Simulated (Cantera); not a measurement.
**Fluorocarbon and chlorocarbon gases: c-C₄F₈ + H₂ + HCl**

Feed: 1 mol c-C₄F₈, 4.9 mol H₂, 0.048 mol HCl, equilibrated at 1373.15 K and 66.0 Pa.

Cantera equilibrium calculation (NASA polynomials, part measured and part estimated; ideal gas, pure solids and liquids). Candidate condensed phases: C, C₆H₆, C₇H₈, C₈H₁₈; 118 gas species. The feed counts by its element totals alone. Rates play no part.

```json
{
 "x(HF)": "0.894",
 "x(H₂)": "0.101",
 "x(HCl)": "0.00536",
 "x(H)": "4.12e-5",
 "x(Cl)": "1.82e-6",
 "n(C(graphite))": "4.00 mol",
 "gas_amount": "8.948 mol"
}
```
